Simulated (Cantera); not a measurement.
**V + N2O + N2 (tantalum, niobium, vanadium and zirconium in process gases)**

Feed: 1 mol V, 8 mol N2O, 8.6 mol N2, equilibrated at 1700 °C.

Method: chemical equilibrium by Gibbs-energy minimisation in Cantera with the NASA 1993 tables (ideal gas, pure condensed phases). Candidate condensed phases: V, VN, VO, V2O3, V2O4, V2O5; 13 gas species. Condensed phases not in the tables: the oxides between V2O3 and V2O5 other than VO2. Gases not in the tables: V4O10. Rates play no part.

```json
[
 {"P (Pa)": "0.100", "x N2": "0.748", "x O2": "0.0647", "x O": "0.138", "x VO2": "0.0450", "n V2O4(l)": "0", "n V2O5(l)": "0"},
 {"P (Pa)": "0.600", "x N2": "0.775", "x O2": "0.103", "x O": "0.0710", "x VO2": "0.0468", "n V2O4(l)": "0", "n V2O5(l)": "0"},
 {"P (Pa)": "3.60", "x N2": "0.790", "x O2": "0.125", "x O": "0.0319", "x VO2": "0.0477", "n V2O4(l)": "0", "n V2O5(l)": "0"},
 {"P (Pa)": "22", "x N2": "0.798", "x O2": "0.135", "x O": "0.0135", "x VO2": "0.0482", "n V2O4(l)": "0", "n V2O5(l)": "0"},
 {"P (Pa)": "130", "x N2": "0.801", "x O2": "0.139", "x O": "0.00562", "x VO2": "0.0484", "n V2O4(l)": "0", "n V2O5(l)": "0"},
 {"P (Pa)": "770", "x N2": "0.806", "x O2": "0.142", "x O": "0.00233", "x VO2": "0.0441", "n V2O4(l)": "0.0477", "n V2O5(l)": "0"},
 {"P (Pa)": "4600", "x N2": "0.837", "x O2": "0.148", "x O": "0.000975", "x VO2": "0.00738", "n V2O4(l)": "0.427", "n V2O5(l)": "0"},
 {"P (Pa)": "28000", "x N2": "0.843", "x O2": "0.150", "x O": "0.000397", "x VO2": "0.00121", "n V2O4(l)": "0.488", "n V2O5(l)": "0"},
 {"P (Pa)": "170000", "x N2": "0.844", "x O2": "0.150", "x O": "0.000161", "x VO2": "0.000200", "n V2O4(l)": "0.498", "n V2O5(l)": "0"},
 {"P (Pa)": "1000000", "x N2": "0.855", "x O2": "0.139", "x O": "6.40e-5", "x VO2": "3.22e-5", "n V2O4(l)": "0", "n V2O5(l)": "0.500"}
]
```
x: gas mole fraction; n: condensed amount in mol.

From 0.000750 Torr to 0.975 Torr nothing is condensed. From 5.78 Torr to 1280 Torr the condensed part is V2O4(l). At 7500 Torr the condensed part is V2O5(l).
